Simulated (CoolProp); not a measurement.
Model: reference Helmholtz-energy equation of state, Schroeder 2014, in CoolProp.

### Question
For ethanol, give the phase and the Z, cp (kJ/(kg K)), expansivity (1/kK), conductivity (mW/(m K)) at 620 K and 41.8 bar; 620 K and 209 bar; 620 K and 460 bar.

### Answer
- 620 K and 41.8 bar: gas; Z 0.915, cp 2.72, expansivity 2.41, conductivity 61.5
- 620 K and 209 bar: supercritical; Z 0.580, cp 4.69, expansivity 6.20, conductivity 122
- 620 K and 460 bar: supercritical; Z 0.833, cp 4.13, expansivity 2.58, conductivity 146

Thermal conductivity comes from a separate model (Assael 2013).
